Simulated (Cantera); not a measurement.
Feed: 1 mol CH2F2, 2 mol HCl, 0.55 mol H2, equilibrated at 1850 K and 0.133 bar.

Cantera equilibrium calculation (NASA polynomials, part measured and part estimated; ideal gas, pure solids and liquids). Candidate condensed phases: C, C6H6, C7H8, C8H18; 118 gas species. Rates play no part.

Base state: HF 0.439, HCl 0.438, H2 0.121, Cl 0.00141, H 0.000514, C2H2 (acetylene) 3.17e-5 (mole fractions); condensed: C(graphite).

What changes in the equilibrium state with this change: HCl from 2 to 0.35 mol?


```tsv
species	before	after
HF	0.439	0.689
H2	0.121	0.189
HCl	0.438	0.120
Cl	0.00141	0.000310
C2H2 (acetylene)	3.17e-5	4.95e-5
H	0.000514	0.000642
C(graphite), mol	1.000	1.000
```

What changes in the equilibrium state with this change: temperature from 1850 K to 2775 K?


| species | before | after |
|---|---|---|
| HF | 0.439 | 0.397 |
| HCl | 0.438 | 0.284 |
| H2 | 0.121 | 0.126 |
| Cl | 0.00141 | 0.114 |
| H | 0.000514 | 0.0729 |
| C2H | 1.45e-9 | 0.000270 |
| C3 | <1e-9 | 0.000174 |
| CF | <1e-9 | 6.35e-5 |
| C | <1e-9 | 3.75e-5 |
| C(graphite), mol | 1.000 | 0.952 |

What changes in the equilibrium state with this change: temperature from 1850 K to 898 K?


```csv
species,before,after
HCl,0.438,0.440
HF,0.439,0.440
H2,0.121,0.120
Cl,0.00141,<1e-9
H,0.000514,<1e-9
C2H2 (acetylene),3.17e-5,<1e-9
CH4,1.28e-6,0.000612
"C(graphite), mol",1.000,0.997
```
